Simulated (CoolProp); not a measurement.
A Linde-Hampson liquefier for CF4 (R14): isothermal reversible compression at 280 K from 1 atm to 15 MPa, throttling to 1 atm, return gas leaving the recuperator 5 K below the feed. Each further row changes one setting.

Model: reference Helmholtz-energy equation of state, Platzer 1990, in CoolProp. This equation is an older, rougher fit; its heat capacities, sound speeds and derivatives of the liquid may be far off and weren't checked against measurements.

| case | liquid yield per pass | compression work (kJ/kg of gas) |
|---|---|---|
| as stated | 0.297 | 116 |
| high pressure 30 MPa | 0.334 | 131 |
| warm-end temperature 310 K | 0.208 | 135 |
| warm-end gap 10 K | 0.286 | 116 |
